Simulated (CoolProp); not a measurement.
Properties of octamethyltrisiloxane (MDM) at several states.

Computed with CoolProp (reference Helmholtz-energy equation of state, Thol 2017).

```
T (K)  p (bar)   phase  density (kg/m³)  cv (kJ/(kg K))  isothermal compressibility (1/MPa)
-----  -------  ------  ---------------  --------------  ----------------------------------
477.1       20  liquid            617.8             [?]                                 [?]
478.8     8.23  liquid              [?]           1.920                             0.01527
312.2     25.4  liquid            805.0             [?]                            0.001892
421.1     0.15     gas            1.024           1.701                               67.40
498.8     43.2  liquid              [?]           1.963                                 [?]
```

**Question.** Some entries are withheld; supply them.

**Answer.** 
- 477.1, cv (kJ/(kg K)): 1.914
- 477.1, isothermal compressibility (1/MPa): 0.01225
- 478.8, density (kg/m³): 605.4
- 312.2, cv (kJ/(kg K)): 1.504
- 498.8, density (kg/m³): 606.1
- 498.8, isothermal compressibility (1/MPa): 0.01234
